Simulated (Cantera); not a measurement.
An adiabatic, constant-volume homogeneous reactor starts with 22.2 % CH3OH, 16.4 % O2, 61.4 % N2, equivalence ratio 2.0, at 1175 K and 170000 Pa.

Cantera simulation using GRI-Mech 3.0 (53 species, 325 reactions); the numbers are that mechanism's predictions, not measurements. GRI-Mech 3.0 was tuned for natural gas; its chemistry of methanol as a main component is partial and can be far from experiment.

x: mole fraction; the columns are a selection and need not sum to one.

```tsv
t (s)	T (K)	P (bar)	x CH3OH	x O2	x HO2	x H	x OH
3.00e-6	1175	1.70	0.222	0.164	2.39e-8	2.12e-10	1.79e-10
8.66e-6	1175	1.70	0.222	0.164	7.76e-8	2.20e-10	1.80e-10
2.50e-5	1175	1.70	0.222	0.164	2.51e-7	2.29e-10	1.81e-10
7.21e-5	1175	1.70	0.222	0.164	7.83e-7	2.34e-10	1.82e-10
0.000208	1175	1.70	0.222	0.164	2.31e-6	2.43e-10	1.88e-10
0.000600	1175	1.70	0.222	0.164	…	2.98e-10	2.65e-10
0.00173	1175	1.70	0.222	0.164	1.66e-5	7.04e-10	9.79e-10
0.00500	1176	1.70	0.221	0.163	…	…	…
0.0144	2645	4.93	<1e-12	8.11e-5	1.23e-7	0.00739	0.00307
0.0416	2645	4.93	<1e-12	8.11e-5	1.23e-7	0.00739	0.00307
0.120	2645	4.93	<1e-12	8.11e-5	1.23e-7	0.00739	0.00307
0.347	2645	4.93	<1e-12	8.11e-5	1.23e-7	0.00739	0.00307
1.00	2645	4.93	<1e-12	8.11e-5	1.23e-7	0.00739	0.00307
```

Question: Complete the blanks.

Answer: 
- 0.000600, x HO2: 6.44e-6
- 0.00500, x HO2: 6.43e-5
- 0.00500, x H: 7.63e-9
- 0.00500, x OH: 1.40e-8
